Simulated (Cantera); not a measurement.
Charge: 1 mol Fe3O4, 1.1 mol CH4, 20 mol H2, held at 3600 Pa.

These are equilibrium values from Cantera (NASA tables, ideal gas, pure condensed phases), not measurements of a reactor. Candidate condensed phases: C, C6H6, C7H8, C8H18, Fe, Fe(CO)5, FeO, Fe(OH)2, Fe(OH)3, Fe2O3, Fe3O4, H2O; 114 gas species. The tables' stoichiometric FeO is somewhat more stable than real wüstite, so its field is too wide. FeO: taken at fixed stoichiometry. Rates play no part.

log p: log10 of the partial pressure in bar; n: condensed amount in mol.

| T (°C) | log p H2 | log p H2O | log p CO | log p CO2 | log p H | log p CH4 | log p Fe | n Fe(α) | n FeO(s) | n Fe(γ) |
|---|---|---|---|---|---|---|---|---|---|---|
| 627 | -1.52 | -2.39 | -2.89 | -3.40 | -10.69 | -5.18 | <-13 | 3.00 | 0.00422 | 0 |
| 727 | -1.52 | -2.38 | -2.85 | -3.55 | -9.40 | -6.46 | <-13 | 3.00 | 0 | 0 |
| 827 | -1.52 | -2.37 | -2.83 | -3.68 | -8.35 | -7.52 | -11.90 | 3.00 | 0 | 0 |
| 927 | -1.52 | -2.36 | -2.81 | ___ | ___ | ___ | ___ | 0 | 0 | 3.00 |
| 1027 | -1.52 | -2.36 | -2.80 | -3.89 | -6.72 | -9.16 | -8.96 | 0 | 0 | 3.00 |
| 1127 | -1.52 | -2.36 | -2.80 | -3.97 | -6.07 | -9.80 | -7.81 | 0 | 0 | 3.00 |
| 1227 | -1.52 | -2.36 | -2.79 | ___ | ___ | ___ | ___ | 0 | 0 | 3.00 |
| 1327 | -1.52 | -2.36 | -2.79 | -4.10 | -5.03 | -10.85 | -5.96 | 0 | 0 | 3.00 |

### Question
Some entries are withheld; supply them.

### Answer

- 927, log p CO2: -3.79
- 927, log p H: -7.47
- 927, log p CH4: -8.41
- 927, log p Fe: -10.30
- 1227, log p CO2: -4.04
- 1227, log p H: -5.52
- 1227, log p CH4: -10.36
- 1227, log p Fe: -6.82
